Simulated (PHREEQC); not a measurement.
Dissolve 0.0026 mol Al(NO3)3, 0.00062 mol Li2SO4 and 0.15 mol KNO3 per kg of water at 20 °C. Closed to the air; pH follows from the charge balance.

The numbers come from PHREEQC with the ion-association model, wateq4f.dat.

This is a speciation only: nothing precipitates in the calculation.

### Question
Order these Al species by the share of Al that they hold, largest first: AlOH+2, Al+3, AlSO4+.

### Answer
Al+3 (90 %), AlSO4+ (5.9 %), AlOH+2 (3.6 %)

The pH is 4.11 and the ionic strength 0.166 mol/kgw. The solution is supersaturated, for example in Basaluminite, Gibbsite (slow to form), so a real one may precipitate; this is no full list.
